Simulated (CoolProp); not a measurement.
The numbers come from the reference Helmholtz-energy equation of state, Thol 2019 in CoolProp.

**Question.** Give the vapour pressure (MPa), liquid cp (kJ/(kg K)), vapour Z of saturated dodecamethylpentasiloxane (MD3M) at 465.6 K.

**Answer.** 
```json
[
 {"T (K)": "465.6", "p (MPa)": "0.0391", "liquid cp (kJ/(kg K))": "2.07", "vapour Z": "0.945"}
]
```
